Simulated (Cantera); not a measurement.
**Adiabatic ignition**

An adiabatic, constant-volume homogeneous reactor starts with 13.8 % CO, 8.56 % H2, 1.13 % CH4, 8.41 % O2, 68.1 % N2, at 1325 K and 110000 Pa.

Detailed kinetics in Cantera: GRI-Mech 3.0 (53 species, 325 reactions).

```json
[
 {"t (s)": "2.00e-6", "T (K)": "1325", "P (bar)": "1.10", "x CO": "0.138", "x H2": "0.0856", "x CH4": "0.0113", "x H": "1.50e-8", "x HO2": "1.02e-8", "x HCN": "<1e-12", "x CH2": "<1e-12"},
 {"t (s)": "6.29e-6", "T (K)": "1325", "P (bar)": "1.10", "x CO": "0.138", "x H2": "0.0856", "x CH4": "0.0113", "x H": "8.63e-8", "x HO2": "3.55e-8", "x HCN": "<1e-12", "x CH2": "<1e-12"},
 {"t (s)": "1.98e-5", "T (K)": "1325", "P (bar)": "1.10", "x CO": "0.138", "x H2": "0.0856", "x CH4": "0.0113", "x H": "2.06e-6", "x HO2": "3.40e-7", "x HCN": "<1e-12", "x CH2": "1.05e-11"},
 {"t (s)": "6.23e-5", "T (K)": "1467", "P (bar)": "1.22", "x CO": "0.139", "x H2": "0.0729", "x CH4": "0.00633", "x H": "0.00520", "x HO2": "6.21e-5", "x HCN": "3.60e-8", "x CH2": "8.03e-6"},
 {"t (s)": "0.000196", "T (K)": "2432", "P (bar)": "1.93", "x CO": "0.0962", "x H2": "0.0216", "x CH4": "<1e-12", "x H": "0.0123", "x HO2": "1.63e-6", "x HCN": "2.50e-10", "x CH2": "<1e-12"},
 {"t (s)": "0.000617", "T (K)": "2617", "P (bar)": "2.05", "x CO": "0.0920", "x H2": "0.0193", "x CH4": "<1e-12", "x H": "0.00470", "x HO2": "5.79e-7", "x HCN": "3.08e-9", "x CH2": "<1e-12"},
 {"t (s)": "0.00194", "T (K)": "2627", "P (bar)": "2.06", "x CO": "0.0919", "x H2": "0.0193", "x CH4": "<1e-12", "x H": "0.00416", "x HO2": "4.73e-7", "x HCN": "6.54e-9", "x CH2": "<1e-12"},
 {"t (s)": "0.00612", "T (K)": "2622", "P (bar)": "2.06", "x CO": "0.0922", "x H2": "0.0195", "x CH4": "<1e-12", "x H": "0.00411", "x HO2": "4.48e-7", "x HCN": "9.51e-9", "x CH2": "<1e-12"},
 {"t (s)": "0.0192", "T (K)": "2621", "P (bar)": "2.06", "x CO": "0.0923", "x H2": "0.0195", "x CH4": "<1e-12", "x H": "0.00410", "x HO2": "4.44e-7", "x HCN": "1.00e-8", "x CH2": "<1e-12"},
 {"t (s)": "0.0606", "T (K)": "2621", "P (bar)": "2.06", "x CO": "0.0923", "x H2": "0.0195", "x CH4": "<1e-12", "x H": "0.00410", "x HO2": "4.44e-7", "x HCN": "1.00e-8", "x CH2": "<1e-12"},
 {"t (s)": "0.191", "T (K)": "2621", "P (bar)": "2.06", "x CO": "0.0923", "x H2": "0.0195", "x CH4": "<1e-12", "x H": "0.00410", "x HO2": "4.44e-7", "x HCN": "1.00e-8", "x CH2": "<1e-12"},
 {"t (s)": "0.600", "T (K)": "2621", "P (bar)": "2.06", "x CO": "0.0923", "x H2": "0.0195", "x CH4": "<1e-12", "x H": "0.00410", "x HO2": "4.44e-7", "x HCN": "1.00e-8", "x CH2": "<1e-12"}
]
```
x: mole fraction; the columns are a selection and need not sum to one.

| Property | Result |
|---|---|
| time of steepest temperature rise | 66.6 µs |
| temperature at 0.600 s | 2621 K |
| equilibrium temperature | 2621 K |
| x(CO) at 0.600 s | 0.0923 (gas-phase equilibrium 0.0923) |
| x(H2) at 0.600 s | 0.0195 (gas-phase equilibrium 0.0195) |
| x(CH4) at 0.600 s | <1e-12 (gas-phase equilibrium <1e-12) |
